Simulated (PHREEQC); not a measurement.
## Acid mine or pickling water (model solution)

Model water analysis in mg/L, 90 °C, pH 2.91, pe 9.6: Na 79.4; K 47.6; Ca 245; Mg 91.8; Cl 174; S(6) as SO4 1040; Li 3.95; Pb 42.7; Zn 12.1; Cu(2) 8.

Cl is adjusted to close the charge balance.
Valence states are taken as typed.

The numbers come from PHREEQC with the ion-association model, phreeqc.dat.

Precipitation was switched off in this run.

Estimate the ionic strength.

ionic strength 0.0320 mol/kgw.

In which forms is Cu present?

Cu+2 67 %, CuSO4 24 %, CuCl+ 9.4 % of the Cu.

Examples of supersaturated solids here: Anglesite. Others may be too. Species that the database lacks are ignored. At this temperature some constants are extrapolated from 25 °C, and those without enthalpy data are left unchanged.
